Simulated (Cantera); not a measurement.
A perfectly stirred reactor is fed with CH₄ : O₂ : N₂ = 1 : 1.25 : 4.7 (molar parts), equivalence ratio 1.6, at 1.00 bar; it is adiabatic with a 525 K inlet, and is followed from long to short residence time, starting on the burning branch (τ in s: 0.028, 0.013, 0.0059, 0.0027, 0.0012, 0.00057, 0.00026, 0.00012, 5.5e-05, 2.5e-05, 1.2e-05, 5.3e-06).

Model: GRI-Mech 3.0 (53 species, 325 reactions), integrated in Cantera.

x: mole fraction; the columns are a selection and need not sum to one.

```tsv
τ (s)	T (K)	x CH₄	x O₂	x H₂O₂	x CO	x H₂O	x H₂
0.028	1996	0.00210	0.000502	(withheld)	0.0903	0.165	0.0898
0.013	1994	0.00271	0.000922	(withheld)	0.0884	0.167	0.0865
0.0059	1987	0.00341	0.00170	(withheld)	0.0867	0.168	0.0831
0.0027	1973	0.00430	0.00312	(withheld)	0.0852	0.169	0.0795
0.0012	1942	0.00590	0.00619	(withheld)	0.0841	0.169	0.0753
0.00057	1855	0.0108	0.0155	(withheld)	0.0821	0.164	0.0687
0.00026	525	0.144	0.180	<1e-12	<1e-12	<1e-12	<1e-12
0.00012	525	0.144	0.180	<1e-12	<1e-12	<1e-12	<1e-12
5.5e-5	525	0.144	0.180	<1e-12	<1e-12	<1e-12	<1e-12
2.5e-5	525	0.144	0.180	<1e-12	<1e-12	<1e-12	<1e-12
1.2e-5	525	0.144	0.180	<1e-12	<1e-12	<1e-12	<1e-12
5.3e-6	525	0.144	0.180	<1e-12	<1e-12	<1e-12	<1e-12
```

Task: What belongs in the gaps?

Result: 
- 0.028, x H₂O₂: 7.30e-9
- 0.013, x H₂O₂: 1.42e-8
- 0.0059, x H₂O₂: 2.86e-8
- 0.0027, x H₂O₂: 5.84e-8
- 0.0012, x H₂O₂: 1.32e-7
- 0.00057, x H₂O₂: 3.76e-7
